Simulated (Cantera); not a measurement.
A freely propagating, adiabatic, planar premixed flame of 40.3 % H₂, 12.6 % O₂, 47.1 % N₂, equivalence ratio 1.6, unburnt at 373 K and 750 Torr; multicomponent transport, grid criteria slope 0.08 and curve 0.16, no radiation.

Model: the H2/O2 subset of GRI-Mech 3.0, which has no nitrogen chemistry, integrated in Cantera. Burning velocities carry a grid error of a few per cent, more on coarse grids.

Task: Predict: laminar burning velocity; thermal thickness; peak x(H); peak x(OH); peak x(O); peak x(H₂O₂).

Result: 
| Property | Result |
|---|---|
| laminar burning velocity | 420 cm/s |
| thermal thickness | 0.362 mm |
| peak x(H) | 0.0784 |
| peak x(OH) | 0.00746 |
| peak x(O) | 0.00509 |
| peak x(H₂O₂) | 8.07e-5 |
